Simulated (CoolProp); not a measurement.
Aqueous ethanol as a coolant, at 10 °C, 1 atm.

Computed with CoolProp (Melinder's fits for secondary coolants).

```tsv
mass %	freezing point (°C)	cp (kJ/(kg K))	conductivity (W/(m K))	Prandtl number	density (kg/m³)
5.5	-2.2	4.294	0.544	13.6	990.0
9.7	-4.2	4.348	0.518	17.8	984.4
14	-6.7	4.372	0.492	22.9	979.5
18.2	-9.7	4.362	0.467	28.3	974.8
22.5	-13.2	4.322	0.443	33.8	969.9
26.7	-17.0	4.257	0.421	38.7	964.5
31	-21.1	4.172	0.399	42.9	958.3
35.2	-25.1	4.078	0.379	46.1	951.4
39.5	-29.1	3.979	0.359	48.3	943.5
43.7	-32.7	3.882	0.341	49.5	935.1
48	-36.1	3.784	0.323	50.0	925.9
```
